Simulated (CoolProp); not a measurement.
Vapour-liquid equilibrium of CH2F2 (R32) (1) + methanol (2) at 302.4 K; x and y are mole fractions of (1).

Values from CoolProp's multi-fluid Helmholtz-energy mixture model, Tillner-Roth 1997 and de Reuck 1993; pair parameters Bell 2016.

```csv
x,bubble pressure (kPa),y at the bubble point,dew pressure at overall composition x (kPa),liquid density (mol/L)
0.05,285.3,0.925,22.22,24.27
0.15,713.2,0.969,24.82,23.96
0.25,1011,0.978,28.09,23.58
0.35,1201,0.981,32.40,23.14
0.45,1314,0.983,38.28,22.63
0.55,1386,0.984,46.79,22.05
0.65,1445,0.985,60.20,21.39
0.75,1516,0.987,84.40,20.63
0.85,1620,0.990,141.3,19.75
0.95,1781,0.995,434.2,18.72
```

No azeotrope shows between x = 0.05 and 0.95.

The pair parameters rest on a limited set of measurements; away from them the model extrapolates. The gap from Raoult's law changes sign with composition, which may be real or a fault of the pair parameters; it wasn't checked against measurements. With so large a gap from Raoult's law the liquid may split in two, which this calculation doesn't test in full.
